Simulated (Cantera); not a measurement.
# SiHCl₃ + N₂ (silicon nitride deposition)

Input: 1 mol SiHCl₃, 0.53 mol N₂.

Equilibrium computed with Cantera from the NASA thermochemical tables; the gas is ideal and each condensed phase is pure. Candidate condensed phases: NH₄Cl, Si, Si₃N₄; 28 gas species. N₂ is the only nitrogen source here; it is nearly inert below about 1500 K, so the nitride shown seldom forms there in practice. The tables' values for SiCl₃ are old estimates. Equilibrium is a limit: real reactors are often held back by kinetics, nucleation or transport.

### Question
Map the stable condensed phases over T = 773, 823, 873, 923, 973, 1023, 1073, 1123, 1173, 1223, 1273, 1323, 1373 K and P in Pa = 5, 15, 45, 140, 410, 1200, 3700, 11000, 33000, 100000.

### Answer
```
T in K \ P in Pa
              5     15     45    140    410   1200   3700  11000  33000 100000
   1373       A      A      A      B      B      B      B      B      B      B
   1323       A      A      B      B      B      B      B      B      B      B
   1273       B      B      B      B      B      B      B      B      B      B
   1223       B      B      B      B      B      B      B      B      B      B
   1173       B      B      B      B      B      B      B      B      B      B
   1123       B      B      B      B      B      B      B      B      B      B
   1073       B      B      B      B      B      B      B      B      B      B
   1023       B      B      B      B      B      B      B      B      B      B
    973       B      B      B      B      B      B      B      B      B      B
    923       B      B      B      B      B      B      B      B      B      B
    873       B      B      B      B      B      B      B      B      B      B
    823       B      B      B      B      B      B      B      B      B      B
    773       B      B      B      B      B      B      B      B      B      B
```
A: gas only; B: Si₃N₄.
